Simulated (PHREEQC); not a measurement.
Consider water at 60 °C with 0.068 mol NH4HF2, 0.00025 mol H2SiF6, 0.002 mol HBF4 and 0.037 mol HCl per kg of water. Closed to the air; pH follows from the charge balance.

The numbers come from PHREEQC with the ion-association model, wateq4f.dat.

No solid was allowed to form.

### Question
What pH does the model give?

### Answer
pH 2.76.

### Question
In which forms is F present?

### Answer
HF 59 %, F- 15 %, HF2- 12 %, H2F2 7.1 %, BF4- 5.4 %, SiF6-2 1.0 % of the F.

Complexes and solids missing from the database can't appear. wateq4f.dat counts part of the HF as a dimer, H2F2, which phreeqc.dat doesn't know; its constant is uncertain. Constants without temperature data keep their 25 °C values here. SiF6-2 is the database's only silicon fluoride. Real BF4- forms and hydrolyses slowly; the run takes it at equilibrium.
